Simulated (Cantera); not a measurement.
Cantera with NASA thermochemical tables; ideal gases at 1 bar, condensed phases pure. Values are per mole of reaction as written; species without (g) are pure solids or liquids, kept so even where they would boil at 1 bar.

NH3(g) + Li2O = 3 H(g) + NO(g) + 2 Li(g), with ΔH° = 1708.6 kJ and ΔS° = 602.0 J/K at 300 K.

**Question.** How far is the shortcut ΔG° ≈ ΔH°(300 K) − T·ΔS°(300 K) from the full temperature-dependent value at 2075, 2125, 2175, 2225, 2275, 2325, 2375 K?

**Answer.** 
```csv
T (K),shortcut (kJ),full (kJ),difference (kJ),difference in log10 K,condensed phases
2075,459.4,434.9,24.5,-0.62,Li2O(l)
2125,429.3,406.0,23.3,-0.57,Li2O(l)
2175,399.2,377.1,22.1,-0.53,Li2O(l)
2225,369.1,348.2,20.9,-0.49,Li2O(l)
2275,339.0,319.4,19.6,-0.45,Li2O(l)
2325,308.9,290.6,18.3,-0.41,Li2O(l)
2375,278.8,261.8,16.9,-0.37,Li2O(l)
```
The shortcut ignores heat capacities and the phase changes listed.
